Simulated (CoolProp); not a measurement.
Aqueous potassium acetate as a coolant, at -2 °C, 1 atm.

Model: Melinder's fits for secondary coolants, in CoolProp.

```json
[
 {"mass %": "8", "freezing point (°C)": "-3.5", "viscosity (mPa s)": "2.31", "density (kg/m³)": "1046", "conductivity (W/(m K))": "0.536", "cp (kJ/(kg K))": "3.874"},
 {"mass %": "13.8", "freezing point (°C)": "-6.8", "viscosity (mPa s)": "2.67", "density (kg/m³)": "1075", "conductivity (W/(m K))": "0.519", "cp (kJ/(kg K))": "3.672"},
 {"mass %": "19.6", "freezing point (°C)": "-10.9", "viscosity (mPa s)": "3.12", "density (kg/m³)": "1106", "conductivity (W/(m K))": "0.502", "cp (kJ/(kg K))": "3.491"},
 {"mass %": "25.4", "freezing point (°C)": "-16.7", "viscosity (mPa s)": "3.76", "density (kg/m³)": "1139", "conductivity (W/(m K))": "0.485", "cp (kJ/(kg K))": "3.319"},
 {"mass %": "31.1", "freezing point (°C)": "-24.9", "viscosity (mPa s)": "4.69", "density (kg/m³)": "1173", "conductivity (W/(m K))": "0.469", "cp (kJ/(kg K))": "3.153"},
 {"mass %": "36.9", "freezing point (°C)": "-35.7", "viscosity (mPa s)": "6.09", "density (kg/m³)": "1207", "conductivity (W/(m K))": "0.454", "cp (kJ/(kg K))": "2.988"}
]
```
